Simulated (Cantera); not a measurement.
What does this Cantera script print?

```python
import numpy as np
import cantera as ct

gas = ct.Solution("gri30.yaml")
gas.TPX = 1300, 260, {'C2H4': 1, 'H2': 43, 'N2': 0.49}
reactor = ct.IdealGasConstPressureReactor(gas, energy="off", clone=False)
net = ct.ReactorNet([reactor])
net.rtol, net.atol = 1e-08, 1e-18
show = ['C2H4', 'H2', 'C2H6', 'CH2', 'C2H2', 'CH4', 'H']
times = np.geomspace(0.0007, 100, 10)

steps = ct.SolutionArray(gas, extra=["t"])
rows = []
print(f"{'t/s':>10s}{'T/K':>9s}{'P/Pa':>11s}" + "".join(f"{s:>11s}" for s in show))
for t in times:
    while net.time < t:
        t_next = net.step()
        steps.append(gas.state, t=t_next)
    rows.append([np.interp(t, steps.t, y) for y in (steps.T, steps.P, *steps(*show).X.T)])
    print(f"{t:10.3e}{rows[-1][0]:9.1f}{rows[-1][1]:11.4g}" + "".join(f"{x:11.3e}" for x in rows[-1][2:]))
rate = np.gradient(steps.T, steps.t)
print("integrator steps:", len(steps.t))
if steps.T.max() > steps.T[0] + 200:
    print(f"time of steepest temperature rise: {steps.t[rate.argmax()]:.4e} s")
gas.TPX = 1300, 260, {'C2H4': 1, 'H2': 43, 'N2': 0.49}
gas.equilibrate("TP")
print(f"equilibrium (TP): T = {gas.T:.1f} K  " + "  ".join(f"{s} {gas[s].X[0]:.3e}" for s in show))
```

Output:

```
       t/s      T/K       P/Pa       C2H4         H2       C2H6        CH2       C2H2        CH4          H
 7.000e-04   1300.0        260  2.248e-02  9.665e-01  1.223e-12  2.929e-18  1.584e-07  9.356e-17  3.473e-11
 2.617e-03   1300.0        260  2.248e-02  9.665e-01  7.790e-12  2.762e-17  5.924e-07  6.780e-15  1.484e-10
 9.787e-03   1300.0        260  2.247e-02  9.665e-01  3.414e-11  1.432e-16  2.215e-06  1.916e-13  5.800e-10
 3.659e-02   1300.0        260  2.247e-02  9.665e-01  1.392e-10  5.786e-16  8.285e-06  3.349e-12  2.197e-09
 1.368e-01   1300.0        260  2.245e-02  9.665e-01  6.212e-10  2.220e-15  3.101e-05  5.559e-11  8.302e-09
 5.116e-01   1300.0        260  2.236e-02  9.665e-01  3.563e-09  8.605e-15  1.164e-04  1.090e-09  3.217e-08
 1.913e+00   1300.0        260  2.202e-02  9.665e-01  2.776e-08  3.874e-14  4.422e-04  2.894e-08  1.468e-07
 7.153e+00   1300.0        260  2.054e-02  9.666e-01  3.142e-07  3.301e-13  1.897e-03  1.106e-06  1.340e-06
 2.674e+01   1300.0        260  1.166e-02  9.668e-01  6.003e-07  6.737e-13  1.057e-02  2.079e-05  4.764e-06
 1.000e+02   1300.0        260  6.110e-04  9.672e-01  4.577e-08  1.447e-13  2.136e-02  4.822e-05  1.046e-05
integrator steps: 448
equilibrium (TP): T = 1300.0 K  C2H4 1.268e-04  H2 9.654e-01  C2H6 1.600e-08  CH2 1.998e-11  C2H2 1.779e-02  CH4 3.367e-03  H 2.146e-05
```

Cantera simulation using GRI-Mech 3.0 (53 species, 325 reactions); the numbers are that mechanism's predictions, not measurements. GRI-Mech 3.0 was tuned for natural gas; its chemistry of ethylene as a main component is partial and can be far from experiment. GRI-Mech 3.0 stops at C3 and has no aromatics, soot or wall deposition, so with more carbon than oxygen in the feed, carbon stays in small species such as C2H2 where larger ones or solid carbon would form. Radical loss at walls, strong at low pressure, is not modelled.
